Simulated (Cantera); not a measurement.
Input (Python, Cantera) and output of one run.

```python
import numpy as np
import cantera as ct

gas_names = """
    B BH BH2 BH3 BN BO BO2 B2 B2O B2O2 B2O3 B3O3H3 H HBO HBO2 HNO HNO2 HNO3 HO2 H2 H2O H2O2 H3B3O6 N NH
    NH2 NH3 NH2OH NO NO2 NO3 N2 N2H2 N2H4 N2O O OH O2 O3
""".split()
cond_names = """
    B(b) B(L) BN(s) B2O3(L) B3O3H3(cr) H2O(s) H2O(L)
""".split()


# ... load() reads the species with a 1 bar reference pressure and builds the phases ...
atoms = {
    'borazine': {'B': 3, 'N': 3, 'H': 6},
    'N2': {'N': 2},
    'H2': {'H': 2},
    'H2O': {'H': 2, 'O': 1},
}
top_T = {'BN(s)': 3200}  # K; cautious upper limits of use, not melting points


# ... equilibrate(T, P, feed) seeds the gas with the atoms and calls Mixture.equilibrate('TP', solver="vcs", rtol=1e-11, max_steps=5000) ...
results = []
feed = {'borazine': 1, 'N2': 6.3, 'H2': 33, 'H2O': 7.2}  # mol
T = 948  # K
P = 590  # Pa
mix = equilibrate(T, P, feed)
results.append((T, P, feed, dict(zip(mix.species_names, mix.species_moles))))
x = sorted(zip(gas.X, gas.species_names), reverse=True)
print(f"T = {T:g} K  P = {P:g} Pa  gas = {mix.phase_moles(0):.4g} mol")
print("   x: " + "  ".join(f"{s} {v:.3e}" for v, s in x if v > 0.001))
print("   condensed (mol): " + ("  ".join(f"{mix.phase(i).name} {mix.phase_moles(i):.4g}"
      for i in range(1, mix.n_phases) if mix.phase_moles(i) > 1e-12) or "none"))
```

Result:

```
T = 948 K  P = 590 Pa  gas = 51 mol
   x: H2 7.941e-01  N2 1.529e-01  H2O 5.288e-02
   condensed (mol): B2O3(L) 1.497
```

Cantera equilibrium calculation (NASA polynomials, part measured and part estimated; ideal gas, pure solids and liquids). The feed counts by its element totals alone. Gases not in the tables: H3BO3.
